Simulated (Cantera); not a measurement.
Input (Python, Cantera):

```python
import numpy as np
import cantera as ct

gas = ct.Solution("h2o2.yaml")
gas.TPX = 1398, 22000, {'H2': 1.2, 'O2': 1, 'N2': 9}
reactor = ct.IdealGasConstPressureReactor(gas, energy="off", clone=False)
net = ct.ReactorNet([reactor])
net.rtol, net.atol = 1e-08, 1e-18
show = ['H2', 'O2', 'H', 'OH', 'H2O2', 'H2O', 'HO2']
times = np.geomspace(7e-06, 40, 11)

steps = ct.SolutionArray(gas, extra=["t"])
rows = []
print(f"{'t/s':>10s}{'T/K':>9s}{'P/Pa':>11s}" + "".join(f"{s:>11s}" for s in show))
for t in times:
    while net.time < t:
        t_next = net.step()
        steps.append(gas.state, t=t_next)
    rows.append([np.interp(t, steps.t, y) for y in (steps.T, steps.P, *steps(*show).X.T)])
    print(f"{t:10.3e}{rows[-1][0]:9.1f}{rows[-1][1]:11.4g}" + "".join(f"{x:11.3e}" for x in rows[-1][2:]))
rate = np.gradient(steps.T, steps.t)
print("integrator steps:", len(steps.t))
if steps.T.max() > steps.T[0] + 200:
    print(f"time of steepest temperature rise: {steps.t[rate.argmax()]:.4e} s")
gas.TPX = 1398, 22000, {'H2': 1.2, 'O2': 1, 'N2': 9}
gas.equilibrate("TP")
print(f"equilibrium (TP): T = {gas.T:.1f} K  " + "  ".join(f"{s} {gas[s].X[0]:.3e}" for s in show))
```

Result:

```
       t/s      T/K       P/Pa         H2         O2          H         OH       H2O2        H2O        HO2
 7.000e-06   1398.0    2.2e+04  1.071e-01  8.929e-02  2.718e-08  3.252e-09  5.478e-11  6.146e-09  2.516e-08
 3.317e-05   1398.0    2.2e+04  1.071e-01  8.929e-02  5.824e-07  9.271e-08  1.101e-09  5.910e-07  1.232e-07
 1.572e-04   1398.0    2.2e+04  5.405e-02  6.519e-02  2.840e-02  4.234e-03  4.547e-07  3.684e-02  5.686e-06
 7.451e-04   1398.0    2.2e+04  9.360e-03  4.132e-02  2.151e-02  4.183e-03  5.898e-07  8.802e-02  4.935e-06
 3.531e-03   1398.0    2.2e+04  1.771e-03  3.780e-02  1.337e-03  1.712e-03  3.913e-07  1.096e-01  3.850e-06
 1.673e-02   1398.0    2.2e+04  7.570e-05  3.766e-02  1.133e-05  3.509e-04  6.360e-08  1.129e-01  6.304e-07
 7.930e-02   1398.0    2.2e+04  5.660e-06  3.771e-02  2.420e-07  9.796e-05  8.711e-09  1.131e-01  6.259e-08
 3.758e-01   1398.0    2.2e+04  9.623e-07  3.773e-02  1.741e-08  4.070e-05  1.861e-09  1.132e-01  1.965e-08
 1.781e+00   1398.0    2.2e+04  5.498e-07  3.773e-02  7.556e-09  3.067e-05  1.141e-09  1.132e-01  1.788e-08
 8.440e+00   1398.0    2.2e+04  5.480e-07  3.773e-02  7.519e-09  3.061e-05  1.138e-09  1.132e-01  1.788e-08
 4.000e+01   1398.0    2.2e+04  5.480e-07  3.773e-02  7.519e-09  3.061e-05  1.138e-09  1.132e-01  1.788e-08
integrator steps: 2025
equilibrium (TP): T = 1398.0 K  H2 5.480e-07  O2 3.773e-02  H 7.519e-09  OH 3.061e-05  H2O2 1.138e-09  H2O 1.132e-01  HO2 1.788e-08
```

Detailed kinetics in Cantera: the H2/O2 subset of GRI-Mech 3.0, which has no nitrogen chemistry. The temperature is held fixed by assumption; the heat of reaction is taken as removed at once.
